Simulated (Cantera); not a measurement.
Equilibrium for silicon etching in halogen gases: Si + SF6 + N2

Input: 1 mol Si, 3.6 mol SF6, 0.13 mol N2, equilibrated at 900 °C and 0.0133 bar.

Method: chemical equilibrium by Gibbs-energy minimisation in Cantera with the NASA 1993 tables (ideal gas, pure condensed phases). Candidate condensed phases: S, Si, Si3N4; 29 gas species. The tables' values for SF3, SF5 are old estimates; treat these amounts as uncertain. The numbers say what is thermodynamically allowed, not how fast it happens.

The x(SF4) comes out as 0.419. The x(SF6) is 0.339 and the x(SiF4) is 0.211. The x(N2) is 0.0275, the x(SF3) is 0.00185 and the x(F) comes out as 0.000627. The x(SF2) comes out as 0.000274, the x(SF5) is 0.000256 and the gas amount is 4.733 mol. The log10 activity of S(l) (absent) is -9.73 and the log10 activity of Si(s) (absent) comes out as -48.14.
